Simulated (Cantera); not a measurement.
A perfectly stirred reactor is fed with CH₄ : H₂O = 1 : 0.55 (molar parts), at 760 Torr; it is held at 1898 K, and followed from long to short residence time.

Cantera simulation using GRI-Mech 3.0 (53 species, 325 reactions); the numbers are that mechanism's predictions, not measurements. GRI-Mech 3.0 stops at C3 and has no aromatics, soot or wall deposition, so with more carbon than oxygen in the feed, carbon stays in small species such as C2H2 where larger ones or solid carbon would form.

Problem. What does this change do: H2O 0.55 to 0.39 parts?

Solution. 
| quantity | before | after |
|---|---|---|
| x(CH₄) at τ = 0.850 s | 0.0124 | 0.0131 |
| x(H₂O) at τ = 0.850 s | 0.0195 | 0.0115 |
| x(HCO) at τ = 0.850 s | 5.02e-8 | 4.07e-8 |
| x(C₂H) at τ = 0.850 s | 9.25e-7 | 1.30e-6 |
| x(HO₂) at τ = 0.850 s | <1e-12 | <1e-12 |
| x(CH₄) at τ = 50.0 ms | 0.0412 | 0.0437 |
| x(H₂O) at τ = 50.0 ms | 0.111 | 0.0810 |
| x(HCO) at τ = 50.0 ms | 3.65e-8 | 3.01e-8 |
| x(C₂H) at τ = 50.0 ms | 1.46e-6 | 1.70e-6 |
| x(HO₂) at τ = 50.0 ms | <1e-12 | <1e-12 |

Problem. What does this change do: H2O 0.55 to 0.35 parts?

Solution. 
```csv
quantity,before,after
x(CH₄) at τ = 0.850 s,0.0124,0.0133
x(H₂O) at τ = 0.850 s,0.0195,0.00991
x(HCO) at τ = 0.850 s,5.02e-8,3.78e-8
x(C₂H) at τ = 0.850 s,9.25e-7,1.42e-6
x(HO₂) at τ = 0.850 s,<1e-12,<1e-12
x(CH₄) at τ = 50.0 ms,0.0412,0.0444
x(H₂O) at τ = 50.0 ms,0.111,0.0732
x(HCO) at τ = 50.0 ms,3.65e-8,2.81e-8
x(C₂H) at τ = 50.0 ms,1.46e-6,1.76e-6
x(HO₂) at τ = 50.0 ms,<1e-12,<1e-12
```
